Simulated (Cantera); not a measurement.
Charge: 1 mol SiH₄, 15 mol H₂O, 1.1 mol N₂, held at 98.0 Pa.

Equilibrium computed with Cantera from the NASA thermochemical tables; the gas is ideal and each condensed phase is pure. Candidate condensed phases: H₂O, Si, SiO₂, Si₂N₂O, Si₃N₄; 35 gas species. The tables hold silica as quartz up to 1696 K and as liquid above; real silica turns to tridymite and cristobalite and melts near 1996 K. Equilibrium is a limit: real reactors are often held back by kinetics, nucleation or transport.

**Question.** Which condensed phases are stable at each of these points (T (K)): 600, 650, 700, 750, 800, 850, 900, 950, 1000, 1050, 1100, 1150, 1200, 1250?

**Answer.** 
| T (K) | condensed phases | Si condensed (%) |
|---|---|---|
| 600 | SiO₂(α-quartz) | 100.0 |
| 650 | SiO₂(α-quartz) | 100.0 |
| 700 | SiO₂(α-quartz) | 100.0 |
| 750 | SiO₂(α-quartz) | 100.0 |
| 800 | SiO₂(α-quartz) | 100.0 |
| 850 | SiO₂(β-quartz) | 100.0 |
| 900 | SiO₂(β-quartz) | 100.0 |
| 950 | SiO₂(β-quartz) | 100.0 |
| 1000 | SiO₂(β-quartz) | 100.0 |
| 1050 | SiO₂(β-quartz) | 100.0 |
| 1100 | SiO₂(β-quartz) | 100.0 |
| 1150 | SiO₂(β-quartz) | 100.0 |
| 1200 | SiO₂(β-quartz) | 100.0 |
| 1250 | SiO₂(β-quartz) | 100.0 |

From 600 K to 800 K the condensed part is SiO₂(α-quartz). From 850 K to 1250 K the condensed part is SiO₂(β-quartz).
